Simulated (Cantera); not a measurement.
A perfectly stirred reactor is fed with 8.26 % H₂, 82.6 % O₂, 9.09 % N₂, equivalence ratio 0.050, at 580 Pa; it is held at 1225 K, and followed from long to short residence time.

Detailed kinetics in Cantera: the H2/O2 subset of GRI-Mech 3.0, which has no nitrogen chemistry. Radical loss at walls, strong at low pressure, is not modelled. The temperature is held fixed by assumption; the heat of reaction is taken as removed at once.

x: mole fraction; the columns are a selection and need not sum to one.

| τ (s) | x H₂ | x O₂ | x H | x OH | x O | x H₂O₂ | x HO₂ |
|---|---|---|---|---|---|---|---|
| 1.2 | 0.000572 | 0.809 | 0.00158 | 0.00261 | 0.00886 | 5.75e-8 | 1.35e-6 |
| 0.70 | (withheld) | 0.806 | (withheld) | (withheld) | (withheld) | 6.04e-8 | 1.50e-6 |
| 0.41 | (withheld) | 0.801 | (withheld) | (withheld) | (withheld) | 6.23e-8 | 1.63e-6 |
| 0.24 | 0.00136 | 0.796 | 0.00583 | 0.00400 | 0.0210 | 6.33e-8 | 1.73e-6 |
| 0.14 | 0.00175 | 0.790 | 0.00823 | 0.00447 | 0.0262 | 6.36e-8 | 1.81e-6 |
| 0.083 | 0.00219 | 0.785 | 0.0108 | 0.00490 | 0.0311 | 6.38e-8 | 1.86e-6 |
| 0.049 | 0.00272 | 0.780 | 0.0133 | 0.00529 | 0.0353 | 6.47e-8 | 1.90e-6 |
| 0.029 | 0.00340 | 0.776 | 0.0156 | 0.00568 | 0.0381 | 6.70e-8 | 1.92e-6 |
| 0.017 | 0.00441 | 0.774 | 0.0174 | 0.00609 | 0.0393 | 7.15e-8 | 1.94e-6 |
| 0.0099 | 0.00596 | 0.774 | 0.0189 | 0.00657 | 0.0390 | 7.89e-8 | 1.95e-6 |
| 0.0058 | 0.00836 | 0.775 | 0.0199 | 0.00712 | 0.0373 | 8.94e-8 | 1.96e-6 |

Task: Some entries are withheld; supply them.

Result: 
- 0.70, x H₂: 0.000779
- 0.70, x H: 0.00254
- 0.70, x OH: 0.00305
- 0.70, x O: 0.0121
- 0.41, x H₂: 0.00104
- 0.41, x H: 0.00393
- 0.41, x OH: 0.00352
- 0.41, x O: 0.0162
